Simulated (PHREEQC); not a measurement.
# Acid mine or pickling water: an equilibrium model

Synthetic water in mg/L, 75 °C, pH 2.28, pe 8.5:

```csv
constituent,mg/L
Na,106
K,53
Ca,26.4
Mg,5.81
Cl,78
S(6) as SO4,788
Zn,2.13
Br,4.78
Fe(3),8
P as PO4,0.22
Si as SiO2,2.68
B,0.165
```

Valence states are taken as typed.

Equilibrium calculation in PHREEQC: ion-association model, wateq4f.dat.

Precipitation was switched off in this run.

Q: Estimate the ionic strength, charge-balance error.

A: ionic strength 0.0177 mol/kgw; charge-balance error -1.2 %.

Q: In which forms is Na present?

A: Na+ 99 %, NaSO4- 1.3 % of the Na.

Examples of supersaturated solids here: Jarosite-K, Strengite. Others may be too. H3PO4, which wateq4f.dat lacks, is added to it with the constant of phreeqc.dat. Constants without temperature data keep their 25 °C values here. The database has no phosphate complexes of Zn.
